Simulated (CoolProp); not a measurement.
Cyclopentane along the isotherm 524.1 K: Z from the reference equation and from simpler models built on Tc = 511.7 K, pc = 4583 kPa, ω = 0.202; each cubic takes its own stable root.

Computed with CoolProp (reference Helmholtz-energy equation of state, Gedanitz 2015).

```csv
p (kPa),phase,reference,van der Waals,Redlich-Kwong,Peng-Robinson
458,gas,0.9667,0.9713,0.9676,0.9642
917,gas,0.9318,0.9411,0.9337,0.9270
1370,gas,0.8959,0.9096,0.8987,0.8889
1830,gas,0.8573,0.8755,0.8611,0.8485
2290,gas,0.8163,0.8388,0.8212,0.8059
2750,gas,0.7722,0.7988,0.7783,0.7607
3210,gas,0.7239,0.7544,0.7314,0.7119
3670,gas,0.6698,0.7035,0.6790,0.6583
4120,gas,0.6085,0.6439,0.6194,0.5989
4580,gas,0.5310,0.5620,0.5433,0.5260
5040,supercritical,0.4235,0.3946,0.4269,0.4265
5500,supercritical,0.2921,0.3364,0.3157,0.3132
5960,supercritical,0.2602,0.3379,0.3020,0.2871
6420,supercritical,0.2602,0.3474,0.3038,0.2845
6870,supercritical,0.2667,0.3594,0.3102,0.2882
```
